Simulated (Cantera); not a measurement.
A perfectly stirred reactor is fed with CH4 : H2 : O2 = 0.018 : 1 : 0.011 (molar parts), at 135 Torr; it is held at 2875 K, and followed from long to short residence time.

Model: GRI-Mech 3.0 (53 species, 325 reactions), integrated in Cantera.

**Question.** What does this change do: temperature 2875 to 1550 K?

**Answer.** 
```json
[
 {"quantity": "x(CH4) at τ = 1.90 s", "before": "5.26e-8", "after": "0.0132"},
 {"quantity": "x(H2) at τ = 1.90 s", "before": "0.762", "after": "0.963"},
 {"quantity": "x(O2) at τ = 1.90 s", "before": "8.00e-8", "after": "4.69e-5"},
 {"quantity": "x(C2H6) at τ = 1.90 s", "before": "<1e-12", "after": "6.85e-7"},
 {"quantity": "x(O) at τ = 1.90 s", "before": "4.70e-5", "after": "1.87e-9"},
 {"quantity": "x(CH4) at τ = 12.0 ms", "before": "1.74e-5", "after": "0.0152"},
 {"quantity": "x(H2) at τ = 12.0 ms", "before": "0.807", "after": "0.962"},
 {"quantity": "x(O2) at τ = 12.0 ms", "before": "9.92e-7", "after": "0.000853"},
 {"quantity": "x(C2H6) at τ = 12.0 ms", "before": "1.54e-11", "after": "8.95e-6"},
 {"quantity": "x(O) at τ = 12.0 ms", "before": "3.06e-5", "after": "2.77e-7"}
]
```

**Question.** What does this change do: pressure from 135 Torr to 100.0 Torr?

**Answer.** 
```csv
quantity,before,after
x(CH4) at τ = 1.90 s,5.26e-8,3.66e-8
x(H2) at τ = 1.90 s,0.762,0.733
x(O2) at τ = 1.90 s,8.00e-8,1.08e-7
x(C2H6) at τ = 1.90 s,<1e-12,<1e-12
x(O) at τ = 1.90 s,4.70e-5,6.36e-5
x(CH4) at τ = 12.0 ms,1.74e-5,2.09e-5
x(H2) at τ = 12.0 ms,0.807,0.805
x(O2) at τ = 12.0 ms,9.92e-7,1.31e-6
x(C2H6) at τ = 12.0 ms,1.54e-11,2.09e-11
x(O) at τ = 12.0 ms,3.06e-5,3.23e-5
```
